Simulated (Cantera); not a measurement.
What does this Cantera script print?

```python
import numpy as np
import cantera as ct

gas_names = """
    CL CL2 H HCL H2 Si SiCL SiCL2 SiCL3 SiCL4 SiH SiHCL3 SiH2 SiH2CL2 SiH3 SiH3CL SiH4 Si2 Si3
""".split()
cond_names = """
    Si(cr) Si(L)
""".split()


# ... load() reads the species with a 1 bar reference pressure and builds the phases ...
atoms = {
    'Si': {'Si': 1},
    'Cl2': {'CL': 2},
    'H2': {'H': 2},
}
top_T = {}  # K; cautious upper limits of use, not melting points


# ... equilibrate(T, P, feed) seeds the gas with the atoms and calls Mixture.equilibrate('TP', solver="vcs", rtol=1e-11, max_steps=5000) ...
results = []
feed = {'Si': 1, 'Cl2': 2.9, 'H2': 15}  # mol
P = 690000  # Pa
for T in [675, 725, 775, 825, 875, 925, 975, 1025, 1075, 1125, 1175, 1225, 1275]:
    mix = equilibrate(T, P, feed)
    results.append((T, P, feed, dict(zip(mix.species_names, mix.species_moles))))

top = {s: max(r[3][s] / sum(r[3][g] for g in gas_names) for r in results) for s in gas_names}
cols = sorted((s for s in top if top[s] > 0.001), key=lambda s: -top[s])[:8]
seen = [c for c in cond_names if any(r[3].get(c, 0) > 1e-12 for r in results)]
print("log10 of partial pressures in bar; condensed amounts in mol")
print(f"{'T/K':>10s}" + "".join(f"{s[:9]:>10s}" for s in cols + seen))
for T, P, feed, n in results:
    ng = sum(n[g] for g in gas_names)
    print(f"{T:10.4g}" + "".join(f"{np.log10(max(n[s] / ng * P / 1e5, 1e-99)):10.3f}" for s in cols)
          + "".join(f"{n.get(c, 0):10.4g}" for c in seen))
```

It prints:

```
log10 of partial pressures in bar; condensed amounts in mol
       T/K        H2       HCL     SiCL4    SiHCL3     SiCL3
       675     0.760    -0.134    -0.389    -3.378    -8.217
       725     0.760    -0.133    -0.390    -3.008    -7.273
       775     0.760    -0.133    -0.391    -2.688    -6.453
       825     0.760    -0.131    -0.393    -2.410    -5.737
       875     0.760    -0.130    -0.396    -2.167    -5.105
       925     0.759    -0.127    -0.401    -1.954    -4.547
       975     0.759    -0.124    -0.408    -1.768    -4.050
      1025     0.758    -0.119    -0.417    -1.605    -3.608
      1075     0.757    -0.113    -0.428    -1.463    -3.213
      1125     0.757    -0.106    -0.443    -1.341    -2.859
      1175     0.755    -0.098    -0.461    -1.236    -2.544
      1225     0.754    -0.088    -0.483    -1.147    -2.262
      1275     0.752    -0.077    -0.510    -1.075    -2.012
```

These are equilibrium values from Cantera (NASA tables, ideal gas, pure condensed phases), not measurements of a reactor. The tables' values for SiCl3 are old estimates; treat these amounts as uncertain.
